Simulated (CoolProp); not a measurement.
A single-stage vapour-compression cycle with n-hexane: evaporating at 293.15 K (dew point), condensing at 362.15 K (bubble point), superheat 10 K, subcooling 8 K, compressor efficiency 0.65, no pressure losses. Each further row changes one setting.

Values from CoolProp's reference Helmholtz-energy equation of state, Thol 2019.

```json
[
 {"case": "as stated", "cooling COP": "2.14", "pressure ratio": "11.4", "discharge temperature (K)": "368.7", "refrigerating effect (kJ/kg)": "240", "volumetric capacity (kJ/m³)": "134"},
 {"case": "evaporating temperature 298.15 K", "cooling COP": "2.41", "pressure ratio": "(withheld)", "discharge temperature (K)": "368.1", "refrigerating effect (kJ/kg)": "249", "volumetric capacity (kJ/m³)": "171"},
 {"case": "condensing temperature 357.15 K", "cooling COP": "(withheld)", "pressure ratio": "9.90", "discharge temperature (K)": "365.0", "refrigerating effect (kJ/kg)": "253", "volumetric capacity (kJ/m³)": "141"},
 {"case": "subcooling 13 K", "cooling COP": "2.25", "pressure ratio": "11.4", "discharge temperature (K)": "368.7", "refrigerating effect (kJ/kg)": "253", "volumetric capacity (kJ/m³)": "141"},
 {"case": "superheat 20 K", "cooling COP": "(withheld)", "pressure ratio": "11.4", "discharge temperature (K)": "379.2", "refrigerating effect (kJ/kg)": "258", "volumetric capacity (kJ/m³)": "139"},
 {"case": "compressor efficiency 0.55", "cooling COP": "(withheld)", "pressure ratio": "11.4", "discharge temperature (K)": "(withheld)", "refrigerating effect (kJ/kg)": "240", "volumetric capacity (kJ/m³)": "134"}
]
```

**Question.** What belongs in the gaps?

**Answer.** 
- evaporating temperature 298.15 K, pressure ratio: 9.12
- condensing temperature 357.15 K, cooling COP: 2.39
- superheat 20 K, cooling COP: 2.20
- compressor efficiency 0.55, cooling COP: 1.81
- compressor efficiency 0.55, discharge temperature (K): 378.6
